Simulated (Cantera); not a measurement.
Premixed flame

A freely propagating, adiabatic, planar premixed flame of CH4 : O2 : N2 = 1 : 2.38 : 8.95 (molar parts), unburnt at 525 K and 280000 Pa; mixture-averaged transport, grid criteria slope 0.08 and curve 0.16, no radiation.

Model: GRI-Mech 3.0 (53 species, 325 reactions), integrated in Cantera. Burning velocities carry a grid error of a few per cent, more on coarse grids.

```json
[
 {"z (mm)": "-0.539", "T (K)": "525", "u (m/s)": "0.589", "x CH4": "0.0810", "x O2": "0.193", "x H2": "0.000659", "x HCO": "<1e-8", "x C2H2": "<1e-8", "x H2O2": "4.21e-8"},
 {"z (mm)": "-0.360", "T (K)": "529", "u (m/s)": "0.593", "x CH4": "0.0807", "x O2": "0.192", "x H2": "0.00164", "x HCO": "<1e-8", "x C2H2": "3.05e-8", "x H2O2": "3.96e-7"},
 {"z (mm)": "-0.270", "T (K)": "541", "u (m/s)": "0.607", "x CH4": "0.0798", "x O2": "0.191", "x H2": "0.00277", "x HCO": "<1e-8", "x C2H2": "1.76e-7", "x H2O2": "1.80e-6"},
 {"z (mm)": "-0.180", "T (K)": "613", "u (m/s)": "0.692", "x CH4": "0.0750", "x O2": "0.186", "x H2": "0.00487", "x HCO": "<1e-8", "x C2H2": "1.56e-6", "x H2O2": "1.05e-5"},
 {"z (mm)": "-0.0899", "T (K)": "992", "u (m/s)": "1.13", "x CH4": "0.0520", "x O2": "0.153", "x H2": "0.00810", "x HCO": "2.21e-7", "x C2H2": "1.46e-5", "x H2O2": "3.94e-5"},
 {"z (mm)": "-0.0450", "T (K)": "1376", "u (m/s)": "1.58", "x CH4": "0.0282", "x O2": "0.115", "x H2": "0.00971", "x HCO": "5.78e-6", "x C2H2": "3.65e-5", "x H2O2": "2.31e-5"},
 {"z (mm)": "0", "T (K)": "1750", "u (m/s)": "2.01", "x CH4": "0.00600", "x O2": "0.0723", "x H2": "0.00937", "x HCO": "2.63e-5", "x C2H2": "5.70e-5", "x H2O2": "1.99e-6"},
 {"z (mm)": "0.0450", "T (K)": "1910", "u (m/s)": "2.19", "x CH4": "0.000295", "x O2": "0.0495", "x H2": "0.00643", "x HCO": "6.35e-6", "x C2H2": "5.79e-6", "x H2O2": "7.40e-7"},
 {"z (mm)": "0.0899", "T (K)": "1976", "u (m/s)": "2.25", "x CH4": "7.38e-6", "x O2": "0.0423", "x H2": "0.00505", "x HCO": "2.55e-7", "x C2H2": "9.83e-8", "x H2O2": "5.92e-7"},
 {"z (mm)": "0.180", "T (K)": "2054", "u (m/s)": "2.33", "x CH4": "<1e-8", "x O2": "0.0376", "x H2": "0.00405", "x HCO": "1.41e-8", "x C2H2": "<1e-8", "x H2O2": "4.41e-7"},
 {"z (mm)": "0.360", "T (K)": "2128", "u (m/s)": "2.40", "x CH4": "<1e-8", "x O2": "0.0345", "x H2": "0.00268", "x HCO": "<1e-8", "x C2H2": "<1e-8", "x H2O2": "3.04e-7"},
 {"z (mm)": "0.719", "T (K)": "2181", "u (m/s)": "2.45", "x CH4": "<1e-8", "x O2": "0.0325", "x H2": "0.00147", "x HCO": "<1e-8", "x C2H2": "<1e-8", "x H2O2": "2.14e-7"},
 {"z (mm)": "1.44", "T (K)": "2207", "u (m/s)": "2.48", "x CH4": "<1e-8", "x O2": "0.0316", "x H2": "0.000863", "x HCO": "<1e-8", "x C2H2": "<1e-8", "x H2O2": "1.76e-7"}
]
```
x: mole fraction of selected species; z is measured from the peak of heat release.

- laminar burning velocity = 58.8 cm/s
- thermal thickness = 0.180 mm
- peak x(H2) = 0.0100
- peak x(HCO) = 2.64e-5
- peak x(C2H2) = 6.05e-5
- peak x(H2O2) = 4.04e-5
